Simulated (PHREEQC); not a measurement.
Metal-bearing waste water: an equilibrium model

Consider water at 49 °C with 0.13 mol MnSO4, 0.021 mol H3AsO4, 0.0022 mol H2SO4 and 0.14 mol NaCl per kg of water. Closed to the air; pH follows from the charge balance.

The numbers come from PHREEQC with the ion-association model, wateq4f.dat.

Each row changes one thing in this solution. Precipitation was switched off in this run.

```
case                                    pH  ionic strength (mol/kgw)  Cl- (mol/kgw)  Na+ (mol/kgw)  SO4-2 (mol/kgw)  H2AsO4- (mol/kgw)  SI of Halite (NaCl)  SI of Mirabilite (Na2SO4:10H2O)
------------------------------------  ----  ------------------------  -------------  -------------  ---------------  -----------------  -------------------  -------------------------------
as made                               2.41                     0.409          0.131          0.131           0.0583             0.0129                -3.74                            -3.95
diluted 2-fold with water             2.56                     0.216         0.0670         0.0667           0.0319            0.00710                -4.28                            -4.63
H2SO4 from 0.0022 to 0.011 mol/kgw    2.14                     0.415          0.131          0.131           0.0578            0.00972                -3.74                            -3.95
MnSO4 from 0.13 to 0.117 mol/kgw      2.39                     0.387          0.131          0.131           0.0531             0.0127                -3.73                            -3.97
diluted 5-fold with water             2.77                    0.0932         0.0273         0.0272           0.0145            0.00319                -4.99                            -5.55
MnSO4 left out                        2.03                     0.152          0.140          0.140          0.00115            0.00792                -3.61                            -5.36
NaCl from 0.14 to 0.028 mol/kgw       2.42                     0.284         0.0261         0.0260           0.0551             0.0129                -5.12                            -5.28
temperature from 49 to 70 °C          2.53                     0.390          0.132          0.131           0.0524             0.0135                -3.79                            -4.81
H2SO4 from 0.0022 to 0.00242 mol/kgw  2.40                     0.409          0.131          0.131           0.0583             0.0128                -3.74                            -3.95
```

Species that the database lacks are ignored. Away from 25 °C the constants follow the database's enthalpies or fits; those with neither stay at their 25 °C values. The database has no arsenate complexes of Mn.
